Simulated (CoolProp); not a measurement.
Vapour pressure (MPa) of CH2F2 (R32): the reference equation beside estimates from Tc = 78.1 °C, pc = 5.783 MPa, ω = 0.277. Clausius-Clapeyron is anchored at -30.65 °C with a constant enthalpy of vaporisation of 18.61 kJ/mol.

Computed with CoolProp (reference Helmholtz-energy equation of state, Tillner-Roth 1997).

| T (°C) | reference | Lee-Kesler | Clausius-Clapeyron | van der Waals | Redlich-Kwong | Soave-Redlich-Kwong | Peng-Robinson |
|---|---|---|---|---|---|---|---|
| -38.25 | 0.1919 | 0.1899 | 0.1975 | 0.9144 | 0.3397 | 0.1900 | 0.1906 |
| -30.65 | 0.2662 | 0.2654 | 0.2662 | 1.080 | 0.4494 | 0.2653 | 0.2649 |
| -23.05 | 0.3611 | 0.3623 | 0.3523 | 1.264 | 0.5828 | 0.3620 | 0.3602 |
| -15.45 | 0.4802 | 0.4840 | 0.4587 | ? | 0.7424 | 0.4839 | 0.4801 |
| -7.85 | 0.6273 | 0.6343 | 0.5883 | 1.690 | 0.9309 | 0.6348 | 0.6284 |
| -0.15 | ? | 0.8196 | 0.7463 | 1.937 | 1.154 | ? | 0.8121 |
| 7.45 | 1.025 | 1.039 | 0.9318 | 2.202 | 1.408 | 1.044 | 1.031 |
| 15.05 | 1.283 | ? | 1.150 | 2.489 | 1.698 | 1.309 | 1.291 |
| 22.65 | 1.586 | 1.605 | 1.404 | ? | ? | 1.620 | 1.598 |
| 30.25 | 1.940 | 1.961 | 1.697 | 3.131 | 2.395 | 1.983 | 1.958 |
| 37.95 | 2.357 | 2.379 | 2.036 | 3.492 | 2.813 | 2.409 | 2.380 |

**Question.** Fill in the missing entries.

**Answer.** 
- -15.45, van der Waals: 1.467
- -0.15, reference: 0.8092
- -0.15, Soave-Redlich-Kwong: 0.8217
- 15.05, Lee-Kesler: 1.300
- 22.65, van der Waals: 2.799
- 22.65, Redlich-Kwong: 2.026

Absolute difference from the reference over all 11 rows, mean and median: Lee-Kesler 1.0 and 1.1 %, Clausius-Clapeyron 7.4 and 7.8 %, van der Waals 167.4 and 139.4 %, Redlich-Kwong 44.8 and 42.6 %, Soave-Redlich-Kwong 1.4 and 1.5 %, Peng-Robinson 0.5 and 0.6 %.
